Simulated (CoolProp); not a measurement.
Vapour-liquid equilibrium of R134a (1) + R1234ze(E) (2) at 0.0653 MPa; x and y are mole fractions of (1).

Computed with CoolProp (multi-fluid Helmholtz-energy mixture model, Tillner-Roth 1994 and Thol 2016; pair parameters Bell 2022).

```json
[
 {"x": "0.05", "bubble temperature, mixture model (°C)": "-29.4", "bubble temperature, Raoult's law (°C)": "-29.0", "y, mixture model": "0.082", "y, Raoult's law": "0.068"},
 {"x": "0.15", "bubble temperature, mixture model (°C)": "-30.6", "bubble temperature, Raoult's law (°C)": "-29.8", "y, mixture model": "0.220", "y, Raoult's law": "0.196"},
 {"x": "0.25", "bubble temperature, mixture model (°C)": "-31.6", "bubble temperature, Raoult's law (°C)": "-30.5", "y, mixture model": "0.336", "y, Raoult's law": "0.315"},
 {"x": "0.35", "bubble temperature, mixture model (°C)": "-32.4", "bubble temperature, Raoult's law (°C)": "-31.2", "y, mixture model": "0.437", "y, Raoult's law": "0.427"},
 {"x": "0.45", "bubble temperature, mixture model (°C)": "-33.0", "bubble temperature, Raoult's law (°C)": "-31.9", "y, mixture model": "0.530", "y, Raoult's law": "0.531"},
 {"x": "0.55", "bubble temperature, mixture model (°C)": "-33.6", "bubble temperature, Raoult's law (°C)": "-32.6", "y, mixture model": "0.617", "y, Raoult's law": "0.628"},
 {"x": "0.65", "bubble temperature, mixture model (°C)": "-34.1", "bubble temperature, Raoult's law (°C)": "-33.2", "y, mixture model": "0.702", "y, Raoult's law": "0.720"},
 {"x": "0.75", "bubble temperature, mixture model (°C)": "-34.5", "bubble temperature, Raoult's law (°C)": "-33.8", "y, mixture model": "0.786", "y, Raoult's law": "0.806"},
 {"x": "0.85", "bubble temperature, mixture model (°C)": "-34.8", "bubble temperature, Raoult's law (°C)": "-34.4", "y, mixture model": "0.870", "y, Raoult's law": "0.887"},
 {"x": "0.95", "bubble temperature, mixture model (°C)": "-35.1", "bubble temperature, Raoult's law (°C)": "-35.0", "y, mixture model": "0.956", "y, Raoult's law": "0.963"}
]
```

The largest gap from Raoult's law is -1.2 K in bubble temperature, at x = 0.35. No azeotrope shows between x = 0.05 and 0.95.

Pair parameters are fitted to limited data, so mixtures are less certain than the pure fluids.
